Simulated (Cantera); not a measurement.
Input (Python, Cantera) and output of one run.

```python
import numpy as np
import cantera as ct

gas_names = """
    B BF BF2 BF3 BN B2 F F2 N NF NF2 NF3 N2
""".split()
cond_names = """
    B(b) B(L) BN(s)
""".split()


# ... load() reads the species with a 1 bar reference pressure and builds the phases ...
atoms = {
    'BN': {'B': 1, 'N': 1},
    'F2': {'F': 2},
}
top_T = {'BN(s)': 3200}  # K; cautious upper limits of use, not melting points


# ... equilibrate(T, P, feed) seeds the gas with the atoms and calls Mixture.equilibrate('TP', solver="vcs", rtol=1e-11, max_steps=5000) ...
results = []
T = 1373.15  # K
P = 45000  # Pa
for m in [1.3, 1.9, 2.8, 4.2, 6.4, 9.5, 14]:
    feed = {'BN': 1, 'F2': m}  # mol
    mix = equilibrate(T, P, feed)
    results.append((T, P, feed, dict(zip(mix.species_names, mix.species_moles))))

top = {s: max(r[3][s] / sum(r[3][g] for g in gas_names) for r in results) for s in gas_names}
cols = sorted((s for s in top if top[s] > 1e-06), key=lambda s: -top[s])[:8]
seen = [c for c in cond_names if any(r[3].get(c, 0) > 1e-12 for r in results)]
print("log10 of partial pressures in bar; condensed amounts in mol")
print(f"{'n(F2)':>10s}" + "".join(f"{s[:9]:>10s}" for s in cols + seen))
for T, P, feed, n in results:
    ng = sum(n[g] for g in gas_names)
    print(f"{feed['F2']:10.4g}" + "".join(f"{np.log10(max(n[s] / ng * P / 1e5, 1e-99)):10.3f}" for s in cols)
          + "".join(f"{n.get(c, 0):10.4g}" for c in seen))
```

It prints:

```
log10 of partial pressures in bar; condensed amounts in mol
     n(F2)         F       BF3        N2        F2       BF2       NF3       NF2     BN(s)
       1.3   -11.843    -0.523    -0.824   -24.020    -4.293   -38.644   -28.326    0.1333
       1.9    -0.850    -0.700    -1.001    -2.035   -15.462    -5.754    -6.428         0
       2.8    -0.608    -0.933    -1.234    -1.550   -15.938    -5.143    -6.060         0
       4.2    -0.521    -1.147    -1.448    -1.377   -16.238    -4.991    -5.995         0
       6.4    -0.478    -1.353    -1.654    -1.291   -16.487    -4.966    -6.012         0
       9.5    -0.456    -1.538    -1.839    -1.247   -16.695    -4.991    -6.060         0
        14    -0.443    -1.715    -2.017    -1.220   -16.885    -5.040    -6.122         0
```

Cantera equilibrium calculation (NASA polynomials, part measured and part estimated; ideal gas, pure solids and liquids). The tables' values for BF2 are old estimates; treat these amounts as uncertain.
